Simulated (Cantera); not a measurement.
Equilibrium for silicon carbide growth: SiH4 + C3H8 + H2

Feed: 1 mol SiH4, 0.024 mol C3H8, 64 mol H2, held at 1950 K and 7.50 Torr.

Method: chemical equilibrium by Gibbs-energy minimisation in Cantera with the NASA 1993 tables (ideal gas, pure condensed phases). Candidate condensed phases: C, C6H6, C7H8, C8H18, Si, SiC; 87 gas species. Mutual solubility and eutectic melting of coexisting phases are not modelled. Gases not in the tables: Si2H6 and higher silanes. Rates play no part.

The x(H2) is 0.986 and the x(H) comes out as 0.0114. The x(Si) is 0.00238 and the x(SiH) is 0.000181. The x(SiH2) is 7.82e-5. The x(Si2C) is 5.25e-5. The x(Si2) comes out as 2.18e-5 and the x(Si3) is 4.79e-6. The x(C2H2 (acetylene)) comes out as 1.11e-6, the n(Si(l)) comes out as 0.745 mol and the n(SiC(s)) comes out as 0.0683 mol. The gas amount comes out as 66.65 mol and the log10 activity of C(graphite) (absent) comes out as -1.34.
